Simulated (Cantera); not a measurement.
## Premixed flame

A freely propagating, adiabatic, planar premixed flame of 9.12 % CH4, 0.912 % CO, 18.9 % O2, 71.1 % N2, unburnt at 423 K and 0.987 atm; mixture-averaged transport, grid criteria slope 0.08 and curve 0.16, no radiation.

Model: GRI-Mech 3.0 (53 species, 325 reactions), integrated in Cantera. Burning velocities carry a grid error of a few per cent, more on coarse grids.

```csv
z (mm),T (K),u (m/s),x CH4,x CO,x O2,x H2,x HCN,x C2H6
-1.15,423,0.698,0.0912,0.00912,0.189,0.000571,<1e-8,<1e-8
-0.768,424,0.701,0.0910,0.00912,0.188,0.00192,<1e-8,1.71e-7
-0.576,430,0.711,0.0904,0.00920,0.188,0.00378,<1e-8,1.52e-6
-0.384,481,0.800,0.0870,0.0102,0.184,0.00795,2.81e-8,2.93e-5
-0.192,886,1.50,0.0630,0.0212,0.152,0.0153,5.00e-7,0.000580
-0.0960,1321,2.25,0.0347,0.0370,0.111,0.0190,1.38e-6,0.000812
0,1720,2.95,0.00799,0.0520,0.0628,0.0193,2.80e-6,8.66e-5
0.0960,1877,3.21,0.000525,0.0486,0.0358,0.0150,2.27e-6,3.17e-7
0.192,1924,3.28,1.76e-5,0.0393,0.0268,0.0128,8.50e-7,<1e-8
0.384,1980,3.35,2.98e-8,0.0300,0.0218,0.0122,9.45e-8,<1e-8
0.768,2049,3.45,<1e-8,0.0252,0.0188,0.0111,<1e-8,<1e-8
1.54,2125,3.56,<1e-8,0.0218,0.0158,0.00918,<1e-8,<1e-8
3.07,2195,3.67,<1e-8,0.0180,0.0129,0.00709,<1e-8,<1e-8
```
x: mole fraction of selected species; z is measured from the peak of heat release.

* **laminar burning velocity**: 69.8 cm/s
* **thermal thickness**: 0.384 mm
* **peak x(H2)**: 0.0200
* **peak x(HCN)**: 2.99e-6
* **peak x(C2H6)**: 0.000882
* **grid points**: 147
